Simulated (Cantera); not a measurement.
An isothermal, constant-pressure homogeneous reactor starts with N₂O : H₂O = 1 : 0.023 (molar parts), at 1448 K and 20.0 Torr.

Detailed kinetics in Cantera: GRI-Mech 3.0 (53 species, 325 reactions). GRI-Mech 3.0 was tuned for natural gas; its chemistry of N2O as a main component is partial and can be far from experiment. Radical loss at walls, strong at low pressure, is not modelled. The temperature is held fixed by assumption; the heat of reaction is taken as removed at once.

**Question.** Predict: x(N₂O) at 1.00 s; x(H₂O) at 1.00 s; x(H₂O₂) at 1.00 s; x(N₂) at 1.00 s; x(O₂) at 1.00 s.

**Answer.** 
```json
{
  "x(N₂O) at 1.00 s": "0.317 (gas-phase equilibrium 1.00e-8)",
  "x(H₂O) at 1.00 s": "0.0174 (gas-phase equilibrium 0.0151)",
  "x(H₂O₂) at 1.00 s": "1.50e-9 (gas-phase equilibrium 2.14e-10)",
  "x(N₂) at 1.00 s": "0.401 (gas-phase equilibrium 0.656)",
  "x(O₂) at 1.00 s": "0.179 (gas-phase equilibrium 0.328)"
}
```
